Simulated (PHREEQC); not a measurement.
Solution (77 °C): 0.0084 mol KH2PO4, 0.0075 mol KOH and 0.00052 mol KCl per kg of water. Closed to the air; pH follows from the charge balance.

The numbers come from PHREEQC with the ion-association model, phreeqc.dat.

```json
[
 {"quantity": "pH", "before": "7.79", "after": "7.58"},
 {"quantity": "ionic strength (mol/kgw)", "before": "0.0237", "after": "0.0226"},
 {"quantity": "SI of Sylvite (KCl)", "before": "-6.34", "after": "-6.35"}
]
```

Name the change that produced these shifts.
(A) KH2PO4 left out
(B) KOH from 0.0075 to 0.0112 mol/kgw
(C) KCl replaced by HCl at the same molality
(D) KH2PO4 from 0.0084 to 0.042 mol/kgw
(E) temperature from 77 to 70 °C

C, KCl replaced by HCl at the same molality

This is a speciation only: nothing precipitates in the calculation. Constants without temperature data keep their 25 °C values here.
